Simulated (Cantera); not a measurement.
A closed system holds: 1 mol Si, 6.7 mol HBr, equilibrated at 525 K and 0.133 bar.

Cantera equilibrium calculation (NASA polynomials, part measured and part estimated; ideal gas, pure solids and liquids). Candidate condensed phases: Br₂, Si; 19 gas species. The numbers say what is thermodynamically allowed, not how fast it happens.

Base state: HBr 0.474, H₂ 0.351, SiBr₄ 0.175 (mole fractions); condensed: gas only.

What changes in the equilibrium state with this change: temperature from 525 K to 1125 K?


```json
[
 {"species": "HBr", "before": "0.474", "after": "0.476"},
 {"species": "H₂", "before": "0.351", "after": "0.349"},
 {"species": "SiBr₄", "before": "0.175", "after": "0.173"},
 {"species": "SiBr₃", "before": "<1e-9", "after": "0.000625"},
 {"species": "SiBr₂", "before": "<1e-9", "after": "0.000236"},
 {"species": "Br", "before": "<1e-9", "after": "6.50e-5"}
]
```
The tables' values for SiBr₃ are old estimates; treat these amounts as uncertain.
